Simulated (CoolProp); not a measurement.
Vapour-liquid equilibrium of ethylene (1) + isobutane (2) at 219 K; x and y are mole fractions of (1).

Model: multi-fluid Helmholtz-energy mixture model, Smukala 2000 and Bücker 2006; pair parameters Bell 2016, in CoolProp.

```json
[
 {"x": "0.05", "bubble pressure (MPa)": "0.04861", "y at the bubble point": "0.737", "dew pressure at overall composition x (MPa)": "0.01391", "liquid density (mol/L)": "11.24"},
 {"x": "0.15", "bubble pressure (MPa)": "0.1234", "y at the bubble point": "0.904", "dew pressure at overall composition x (MPa)": "0.01553", "liquid density (mol/L)": "11.75"},
 {"x": "0.25", "bubble pressure (MPa)": "0.2034", "y at the bubble point": "0.947", "dew pressure at overall composition x (MPa)": "0.01757", "liquid density (mol/L)": "12.31"},
 {"x": "0.35", "bubble pressure (MPa)": "0.2887", "y at the bubble point": "0.966", "dew pressure at overall composition x (MPa)": "0.02023", "liquid density (mol/L)": "12.90"},
 {"x": "0.45", "bubble pressure (MPa)": "0.3785", "y at the bubble point": "0.977", "dew pressure at overall composition x (MPa)": "0.02383", "liquid density (mol/L)": "13.53"},
 {"x": "0.55", "bubble pressure (MPa)": "0.4720", "y at the bubble point": "0.985", "dew pressure at overall composition x (MPa)": "0.02899", "liquid density (mol/L)": "14.19"},
 {"x": "0.65", "bubble pressure (MPa)": "0.5684", "y at the bubble point": "0.990", "dew pressure at overall composition x (MPa)": "0.03699", "liquid density (mol/L)": "14.89"},
 {"x": "0.75", "bubble pressure (MPa)": "0.6669", "y at the bubble point": "0.993", "dew pressure at overall composition x (MPa)": "0.05108", "liquid density (mol/L)": "15.62"},
 {"x": "0.85", "bubble pressure (MPa)": "0.7673", "y at the bubble point": "0.996", "dew pressure at overall composition x (MPa)": "0.08249", "liquid density (mol/L)": "16.36"},
 {"x": "0.95", "bubble pressure (MPa)": "0.8707", "y at the bubble point": "0.999", "dew pressure at overall composition x (MPa)": "0.2139", "liquid density (mol/L)": "17.08"}
]
```

No azeotrope shows between x = 0.05 and 0.95.

The pair parameters rest on a limited set of measurements; away from them the model extrapolates.
